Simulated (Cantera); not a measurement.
# Thermodynamics of silicon nitride deposition, feed trisilylamine + NH3

A closed system holds: 1 mol trisilylamine, 48 mol NH3.

Equilibrium computed with Cantera from the NASA thermochemical tables; the gas is ideal and each condensed phase is pure. Candidate condensed phases: Si, Si3N4; 18 gas species. The feed counts by its element totals alone. Equilibrium is a limit: real reactors are often held back by kinetics, nucleation or transport.

Q: Map the stable condensed phases over T = 627, 727, 827, 927, 1027, 1127, 1227, 1327, 1427, 1527, 1627, 1727 °C and P in Pa = 5, 13, 36, 98, 260, 710, 1900, 5100, 14000, 37000, 100000.

A: 
```
T in °C \ P in Pa
              5     13     36     98    260    710   1900   5100  14000  37000 100000
   1727       A      A      A      A      B      B      B      B      B      B      C
   1627       A      A      A      B      B      B      B      B      B      C      C
   1527       A      B      B      B      B      B      B      C      C      C      C
   1427       B      B      B      B      B      C      C      C      C      C      C
   1327       B      B      B      B      C      C      C      C      C      C      C
   1227       B      B      C      C      C      C      C      C      C      C      C
   1127       C      C      C      C      C      C      C      C      C      C      C
   1027       C      C      C      C      C      C      C      C      C      C      C
    927       C      C      C      C      C      C      C      C      C      C      C
    827       C      C      C      C      C      C      C      C      C      C      C
    727       C      C      C      C      C      C      C      C      C      C      C
    627       C      C      C      C      C      C      C      C      C      C      C
```
A: gas only; B: Si; C: Si3N4.
